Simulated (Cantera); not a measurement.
NO annealing gas

An isothermal, constant-pressure homogeneous reactor starts with 88.5 % NO, 11.5 % N2, at 1625 K and 100000 Pa.

Detailed kinetics in Cantera: GRI-Mech 3.0 (53 species, 325 reactions).

```
t (s)      x NO   x N2      x O      x O2     x N2O     x NO2
--------  -----  -----  -------  --------  --------  --------
0.000200  0.885  0.115  2.29e-7   1.03e-8   6.31e-6   6.21e-6
0.000500  0.885  0.115  2.62e-7   4.71e-8   1.55e-5   1.61e-5
0.00125   0.885  0.115  3.44e-7   2.91e-7   3.73e-5   4.17e-5
0.00313   0.885  0.115  5.52e-7   2.47e-6   8.46e-5  0.000110
0.00783   0.884  0.115  1.02e-6   2.67e-5  0.000168  0.000278
0.0196    0.884  0.115  1.62e-6  0.000240  0.000257  0.000514
0.0490    0.882  0.116  1.87e-6   0.00111  0.000288  0.000612
0.123     0.877  0.119  2.10e-6   0.00340  0.000286  0.000695
0.306     0.865  0.124  2.58e-6   0.00905  0.000278  0.000860
0.766     0.838  0.138  3.45e-6    0.0226  0.000260   0.00114
1.92      0.776  0.169  4.87e-6    0.0534  0.000221   0.00152
4.80      0.654  0.230  6.84e-6     0.114  0.000156   0.00183
12.0      0.467  0.324  9.06e-6     0.208   7.84e-5   0.00175
30.0      0.267  0.424  1.09e-5     0.308   2.54e-5   0.00122
```
x: mole fraction; the columns are a selection and need not sum to one.

Equilibrium at this temperature and pressure: NO 0.00263, N2 0.556, O 1.30e-5, O2 0.441, N2O 1.31e-7, NO2 1.43e-5 (gas phase only).
